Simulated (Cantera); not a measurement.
**Boron, boron nitride and boron oxide: B + O2 + H2**

A closed system holds: 1 mol B, 0.11 mol O2, 10 mol H2, equilibrated at 0.220 bar.

Method: chemical equilibrium by Gibbs-energy minimisation in Cantera with the NASA 1993 tables (ideal gas, pure condensed phases). Candidate condensed phases: B, B2O3, B3O3H3, H2O; 23 gas species. Mutual solubility and eutectic melting of coexisting phases are not modelled. The tables' values for BH2 are old estimates; treat these amounts as uncertain. Gases not in the tables: B2H6 and higher boranes. Rates play no part.

| T (K) | x H2 | x H | x HBO | x BO | x B3O3H3 | n B(s) | n B2O3(l) |
|---|---|---|---|---|---|---|---|
| 800 | 0.998 | 6.17e-12 | 3.40e-9 | <1e-12 | 0.00197 | 0.834 | 0.0537 |
| 950 | 0.997 | 1.18e-9 | 5.15e-7 | <1e-12 | 0.00267 | 0.827 | 0.0466 |
| 1100 | 0.997 | 5.50e-8 | 1.90e-5 | 5.73e-11 | 0.00307 | 0.823 | 0.0426 |
| 1250 | 0.996 | 1.03e-6 | 0.000287 | 1.18e-8 | 0.00323 | 0.820 | 0.0400 |
| 1400 | 0.994 | 1.03e-5 | 0.00237 | 7.50e-7 | 0.00324 | 0.813 | 0.0322 |
| 1550 | 0.984 | 6.66e-5 | 0.0117 | 1.92e-5 | 0.00239 | 0.785 | 0 |
| 1700 | 0.980 | 0.000311 | 0.0175 | 0.000111 | 0.000125 | 0.783 | 0 |
| 1850 | 0.978 | 0.00114 | 0.0186 | 0.000364 | 4.61e-6 | 0.780 | 0 |
| 2000 | 0.975 | 0.00342 | 0.0186 | 0.000950 | 2.48e-7 | 0.776 | 0 |
| 2150 | 0.969 | 0.00885 | 0.0180 | 0.00208 | 1.79e-8 | 0.769 | 0 |
| 2300 | 0.957 | 0.0202 | 0.0164 | 0.00389 | 1.56e-9 | 0.758 | 0 |
x: gas mole fraction; n: condensed amount in mol.

From 800 K to 1400 K the condensed part is B(s) + B2O3(l). From 1550 K to 2300 K the condensed part is B(s). The main B-bearing gas is B3O3H3 at 800 K and HBO at 2300 K. The share of B in condensed phases is highest at 800 K (94.1 %) and lowest at 2300 K (75.8 %).
